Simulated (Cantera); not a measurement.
Input: 1 mol CH3Cl, 0.067 mol Si, 0.94 mol H2, 0.037 mol HCl, held at 2348 K and 9.30 Pa.

These are equilibrium values from Cantera (NASA tables, ideal gas, pure condensed phases), not measurements of a reactor. Candidate condensed phases: C, C6H6, C7H8, C8H18, Si, SiC; 109 gas species. The tables' values for SiCl are old estimates; treat these amounts as uncertain. Rates play no part.

Base state: H 0.569, H2 0.197, Cl 0.147, HCl 0.0712, Si 0.0120, SiC2 0.00194, C2H2 (acetylene) 0.00108, C3 0.000429 (mole fractions); condensed: C(graphite).

**Question.** What changes in the equilibrium state with this change: pressure from 9.30 Pa to 580 Pa?

**Answer.** 
| species | before | after |
|---|---|---|
| H2 | 0.197 | 0.556 |
| HCl | 0.0712 | 0.259 |
| H | 0.569 | 0.121 |
| Cl | 0.147 | 0.0403 |
| Si | 0.0120 | 0.00909 |
| SiCl3 | 4.29e-9 | 1.63e-5 |
| SiCl2 | 3.40e-5 | 0.00754 |
| SiH2 | 8.86e-8 | 1.18e-5 |
| C | 0.000193 | 3.10e-6 |
| C2 | 3.84e-5 | 6.16e-7 |
| C(graphite), mol | 0.962 | 0.969 |
The tables' values for SiCl, SiCl3 are old estimates; treat these amounts as uncertain. Gases not in the tables: Si2H6 and higher silanes.
